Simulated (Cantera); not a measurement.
A Cantera script and its output.

```python
import numpy as np
import cantera as ct

surf = ct.Interface("ptcombust.yaml", "Pt_surf")
gas = surf.adjacent["gas"]
gas.TPX = 300, 2000, {'CH4': 0.011, 'O2': 0.17, 'N2': 0.79}
jet = ct.ImpingingJet(gas=gas, width=0.03, surface=surf)
jet.inlet.mdot, jet.inlet.T, jet.inlet.X = 0.046, 300, {'CH4': 0.011, 'O2': 0.17, 'N2': 0.79}
jet.set_refine_criteria(ratio=10, slope=0.2, curve=0.3)
show, cover = ['CH4', 'O2', 'H2O', 'OH', 'CO', 'CO2'], ["PT(S)", "H(S)", "O(S)", "OH(S)", "CO(S)", "C(S)"]

rows = []
print(f"{'Ts/K':>7s}" + "".join(f"{s:>11s}" for s in show + cover) + "   (gas at the wall, coverages)")
for i, Ts in enumerate([900, 950, 1000, 1050, 1100, 1150, 1200]):
    jet.surface.T = Ts
    if i == 0:
        surf.TP = Ts, 2000
        surf.coverages = "PT(S):0.5, O(S):0.5"
        surf.advance_coverages(1.0)
        jet.set_initial_guess(products="inlet")
    jet.solve(loglevel=0, auto=(i == 0))
    rows.append([*(jet.X[gas.species_index(s), -1] for s in show), *surf[cover].coverages])
    print(f"{Ts:7g}" + "".join(f"{x:11.3e}" for x in rows[-1]))
```

It prints:

```
   Ts/K        CH4         O2        H2O         OH         CO        CO2      PT(S)       H(S)       O(S)      OH(S)      CO(S)       C(S)   (gas at the wall, coverages)
    900  9.696e-03  1.716e-01  3.046e-03  2.107e-08  4.147e-06  1.986e-03  2.533e-01  1.905e-08  7.464e-01  2.297e-04  1.847e-06  6.581e-09
    950  8.787e-03  1.697e-01  4.729e-03  7.235e-08  5.232e-06  3.089e-03  3.253e-01  4.836e-08  6.745e-01  2.511e-04  1.532e-06  7.341e-09
   1000  7.840e-03  1.676e-01  6.477e-03  2.107e-07  6.368e-06  4.238e-03  3.979e-01  1.050e-07  6.019e-01  2.552e-04  1.221e-06  7.639e-09
   1050  6.948e-03  1.658e-01  8.115e-03  5.360e-07  7.588e-06  5.316e-03  4.692e-01  2.028e-07  5.306e-01  2.463e-04  9.589e-07  7.641e-09
   1100  6.165e-03  1.641e-01  9.541e-03  1.220e-06  8.977e-06  6.258e-03  5.375e-01  3.581e-07  4.622e-01  2.290e-04  7.554e-07  7.498e-09
   1150  5.506e-03  1.627e-01  1.074e-02  2.529e-06  1.064e-05  7.042e-03  6.021e-01  5.912e-07  3.977e-01  2.074e-04  6.044e-07  7.333e-09
   1200  5.008e-03  1.617e-01  1.161e-02  4.827e-06  1.281e-05  7.639e-03  6.616e-01  9.206e-07  3.382e-01  1.834e-04  4.973e-07  7.253e-09
```

Computed with Cantera and Deutschmann's 1995 Pt surface mechanism with GRI-Mech 3.0 gas chemistry. Catalytic surfaces can have several steady states; this one follows from the mechanism file's or the stated starting coverage.
